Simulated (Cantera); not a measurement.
Equilibrium for silicon epitaxy and polysilicon growth: SiH2Cl2 + Cl2 + N2

Input: 1 mol SiH2Cl2, 0.032 mol Cl2, a varied amount of N2, held at 1450 K and 10.0 mbar.

These are equilibrium values from Cantera (NASA tables, ideal gas, pure condensed phases), not measurements of a reactor. Candidate condensed phases: NH4Cl, Si, Si3N4; 28 gas species. N2 is the only nitrogen source here; it is nearly inert below about 1500 K, so the nitride shown seldom forms there in practice. The tables' values for SiCl3 are old estimates; treat these amounts as uncertain. Rates play no part.

From 16 mol N2 to 250 mol N2 the condensed part is Si3N4(s). The main Si-bearing gas is SiCl2 throughout.

| n(N2) (mol) | x N2 | x HCl | x H2 | x SiCl2 | x SiCl3 | x SiCl4 | x Cl | x SiHCl3 | n Si3N4(s) |
|---|---|---|---|---|---|---|---|---|---|
| 16 | 0.887 | 0.0751 | 0.0195 | 0.0138 | 0.00259 | 0.00177 | 4.14e-5 | 3.95e-5 | 0.227 |
| 38 | 0.949 | 0.0344 | 0.00809 | 0.00668 | 0.000888 | 0.000431 | 2.95e-5 | 8.74e-6 | 0.228 |
| 59 | 0.967 | 0.0227 | 0.00515 | 0.00452 | 0.000497 | 0.000200 | 2.44e-5 | 3.91e-6 | 0.228 |
| 80 | 0.975 | 0.0170 | 0.00377 | 0.00343 | 0.000329 | 0.000116 | 2.13e-5 | 2.21e-6 | 0.228 |
| 100 | 0.980 | 0.0137 | 0.00300 | 0.00279 | 0.000242 | 7.69e-5 | 1.92e-5 | 1.45e-6 | 0.228 |
| 120 | 0.983 | 0.0115 | 0.00249 | 0.00235 | 0.000188 | 5.49e-5 | 1.77e-5 | 1.03e-6 | 0.228 |
| 140 | 0.986 | 0.00987 | 0.00213 | 0.00204 | 0.000152 | 4.12e-5 | 1.65e-5 | 7.65e-7 | 0.228 |
| 170 | 0.988 | 0.00816 | 0.00175 | 0.00170 | 0.000115 | 2.86e-5 | 1.50e-5 | 5.27e-7 | 0.228 |
| 190 | 0.989 | 0.00732 | 0.00156 | 0.00153 | 9.84e-5 | 2.31e-5 | 1.43e-5 | 4.25e-7 | 0.228 |
| 210 | 0.990 | 0.00663 | 0.00141 | 0.00139 | 8.53e-5 | 1.91e-5 | 1.36e-5 | 3.50e-7 | 0.228 |
| 230 | 0.991 | 0.00607 | 0.00128 | 0.00127 | 7.49e-5 | 1.61e-5 | 1.30e-5 | 2.94e-7 | 0.228 |
| 250 | 0.992 | 0.00559 | 0.00118 | 0.00117 | 6.64e-5 | 1.37e-5 | 1.25e-5 | 2.50e-7 | 0.228 |
x: gas mole fraction; n: condensed amount in mol.
